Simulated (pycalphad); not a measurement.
Computed with pycalphad from the COST 507 light-alloy database (1999), at 1 atm. The data set is of 1999 and partly superseded. Amounts are mole fractions of atoms.

Problem. Give the equilibrium state of Ti-2.09Si (at.%) at 1100 K.

Solution. 
```
T = 1100.00 K, P = 101325 Pa, N = 1 mol of atoms
G = -55292 J/mol, H = 19733 J/mol, S = 68.20 J/(mol K)  (SER reference)
chemical potentials (J/mol): Ti -51529, Si -231597
phase             fraction      x(Ti)      x(Si)
HCP_A3              0.9343     0.9952     0.0048
SITI3               0.0657     0.7500     0.2500
```

Problem. Give the equilibrium state of Ti-2.09Si (at.%) at 1800 K.

Solution. bcc, fraction 0.844, with 1.1 Si at.%; liquid, fraction 0.156, with 7.4 Si at.%.

Database names, with the compositions (at.%) that they take in these runs: SITI3: Ti 75 Si 25. HCP_A3 is hcp.
